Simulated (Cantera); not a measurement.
Boron, boron nitride and boron oxide: borazine + H₂O + H₂

A closed system holds: 1 mol borazine, 0.12 mol H₂O, 25 mol H₂, at 0.810 bar.

Method: chemical equilibrium by Gibbs-energy minimisation in Cantera with the NASA 1993 tables (ideal gas, pure condensed phases). Candidate condensed phases: B, BN, B₂O₃, B₃O₃H₃, H₂O; 39 gas species. The feed counts by its element totals alone. Mutual solubility and eutectic melting of coexisting phases are not modelled. Gases not in the tables: H₃BO₃. Rates play no part.

```
T (K)   x H₂     x HBO     x N₂    x HBO₂     x H₂O       x H    x B₂O₃    x NH₃  n BN(s)  n B₂O₃(l)
-----  -----  --------  -------  --------  --------  --------  --------  -------  -------  ---------
848    0.998  8.44e-12  0.00107   2.04e-8  0.000962  2.11e-11    <1e-12  5.00e-5     2.94     0.0309
948    0.998  6.94e-10  0.00109   2.83e-7  0.000946  5.82e-10    <1e-12  2.23e-5     2.94     0.0311
1048   0.998   2.41e-8  0.00111   2.30e-6  0.000917   8.58e-9  3.69e-11  1.15e-5     2.94     0.0313
1148   0.998   4.44e-7  0.00112   1.26e-5  0.000882   7.95e-8   1.91e-9  6.66e-6     2.94     0.0315
1248   0.998   5.07e-6  0.00113   5.18e-5  0.000845   5.18e-7   5.12e-8  4.18e-6     2.94     0.0310
1348   0.998   3.99e-5  0.00113  0.000169  0.000807   2.57e-6   8.25e-7  2.80e-6     2.94     0.0288
1448   0.997  0.000234  0.00113  0.000464  0.000771   1.02e-5   8.88e-6  1.97e-6     2.94     0.0214
1548   0.996   0.00106  0.00118   0.00108  0.000739   3.41e-5   6.64e-5  1.49e-6     2.93          0
1648   0.995   0.00212  0.00153  0.000714  0.000421   9.87e-5   6.48e-5  1.30e-6     2.91          0
1748   0.994   0.00319  0.00185  0.000322  0.000205  0.000253   3.36e-5  1.13e-6     2.90          0
```
x: gas mole fraction; n: condensed amount in mol.

From 848 K to 1448 K the condensed part is BN(s) + B₂O₃(l). From 1548 K to 1748 K the condensed part is BN(s).
